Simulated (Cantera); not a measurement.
Charge: 1 mol Al, 3.4 mol I2, a varied amount of H2, equilibrated at 900 K and 0.730 bar.

Equilibrium computed with Cantera from the NASA thermochemical tables; the gas is ideal and each condensed phase is pure. Candidate condensed phases: Al, AlI3, I2; 11 gas species. Equilibrium is a limit: real reactors are often held back by kinetics, nucleation or transport.

x: gas mole fraction; nothing condenses.

| n(H2) (mol) | x HI | x I2 | x AlI3 | x H2 | x I | x Al2I6 |
|---|---|---|---|---|---|---|
| 0.34 | 0.204 | 0.473 | 0.302 | 0.00253 | 0.0160 | 0.00232 |
| 0.78 | 0.393 | 0.311 | 0.267 | 0.0144 | 0.0130 | 0.00181 |
| 1.2 | 0.509 | 0.202 | 0.240 | 0.0370 | 0.0105 | 0.00147 |
| 1.7 | 0.577 | 0.120 | 0.214 | 0.0802 | 0.00804 | 0.00117 |
| 2.1 | 0.590 | … | 0.198 | … | … | … |
| 2.5 | 0.582 | 0.0572 | 0.183 | 0.171 | 0.00557 | 0.000853 |
| 3 | 0.559 | … | 0.168 | … | … | … |
| 3.4 | 0.537 | 0.0307 | 0.157 | 0.271 | 0.00408 | 0.000629 |

What belongs in the gaps?


- 2.1, x I2: 0.0809
- 2.1, x H2: 0.124
- 2.1, x I: 0.00662
- 2.1, x Al2I6: 0.000993
- 3, x I2: 0.0396
- 3, x H2: 0.228
- 3, x I: 0.00463
- 3, x Al2I6: 0.000716
